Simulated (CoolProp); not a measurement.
The fluid at 298.15 K and 0.0141 MPa is compressed adiabatically to 0.0376 MPa with isentropic efficiency 0.6. The same conditions are run with several fluids, on thermodynamics alone (safety and materials aside).

The numbers come from the reference Helmholtz-energy equation of state of each fluid (n-perfluorohexane: Gao 2022; R410A: Lemmon 2003; R245ca: Zhou 2016; isobutane: Bücker 2006; R124: de Vries 1995) in CoolProp. Blends and air are pseudo-pure fits.

```tsv
fluid	work (kJ/kg)	final temperature (K)	final density (kg/m³)
n-perfluorohexane	[?]	313.1	5.02
R410A	[?]	367.7	0.895
R245ca	31.0	332.0	[?]
isobutane	[?]	339.5	[?]
R124	30.8	[?]	[?]
```

**Question.** Some entries are withheld; supply them.

**Answer.** 
- n-perfluorohexane, work (kJ/kg): 11.9
- R410A, work (kJ/kg): 59.7
- R245ca, final density (kg/m³): 1.84
- isobutane, work (kJ/kg): 72.3
- isobutane, final density (kg/m³): 0.779
- R124, final temperature (K): 339.2
- R124, final density (kg/m³): 1.83
